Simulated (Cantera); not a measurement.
# Premixed flame

A freely propagating, adiabatic, planar premixed flame of H₂ : O₂ : N₂ = 1 : 0.98 : 3.69 (molar parts), equivalence ratio 0.51, unburnt at 400 K and 1.09 atm; mixture-averaged transport, grid criteria slope 0.08 and curve 0.16, no radiation.

Computed with Cantera and the H2/O2 subset of GRI-Mech 3.0, which has no nitrogen chemistry. Burning velocities carry a grid error of a few per cent, more on coarse grids. Lean hydrogen flames are cellular in practice and burn faster than this planar one.

| z (mm) | T (K) | u (m/s) | x H₂ | x O₂ | x H | x HO₂ | x O | x H₂O |
|---|---|---|---|---|---|---|---|---|
| -1.14 | 400 | 0.882 | 0.175 | 0.173 | <1e-8 | 1.02e-8 | <1e-8 | 2.05e-6 |
| -0.757 | 401 | 0.880 | 0.172 | 0.174 | <1e-8 | 1.42e-7 | <1e-8 | 2.38e-5 |
| -0.568 | 403 | 0.879 | 0.167 | 0.175 | <1e-8 | 1.13e-6 | <1e-8 | 0.000159 |
| -0.378 | 415 | 0.892 | 0.153 | 0.177 | <1e-8 | 1.11e-5 | 6.31e-8 | 0.00124 |
| -0.189 | 573 | 1.19 | 0.109 | 0.177 | 2.57e-5 | 0.000289 | 9.88e-6 | 0.0208 |
| -0.0946 | 857 | 1.75 | 0.0731 | 0.163 | 0.000848 | 0.000243 | 0.000255 | 0.0604 |
| 0 | 1162 | 2.35 | 0.0387 | 0.136 | 0.00341 | 0.000130 | 0.00182 | 0.112 |
| 0.0946 | 1368 | 2.77 | 0.0165 | 0.113 | 0.00474 | 8.06e-5 | 0.00380 | 0.149 |
| 0.189 | 1486 | 3.00 | 0.00748 | 0.102 | 0.00396 | 5.72e-5 | 0.00426 | 0.167 |
| 0.378 | 1595 | 3.21 | 0.00305 | 0.0972 | 0.00188 | 3.51e-5 | 0.00304 | 0.177 |
| 0.757 | 1663 | 3.34 | 0.00122 | 0.0964 | 0.000482 | 1.67e-5 | 0.00130 | 0.182 |
| 1.51 | 1692 | 3.40 | 0.000370 | 0.0966 | 7.78e-5 | 5.90e-6 | 0.000395 | 0.185 |
| 3.03 | 1702 | 3.41 | 9.99e-5 | 0.0969 | 1.12e-5 | 1.90e-6 | 0.000110 | 0.186 |
x: mole fraction of selected species; z is measured from the peak of heat release.

- laminar burning velocity: 88.3 cm/s
- thermal thickness: 0.378 mm
- peak x(H): 0.00474
- peak x(HO₂): 0.000331
- peak x(O): 0.00428
- grid points: 107
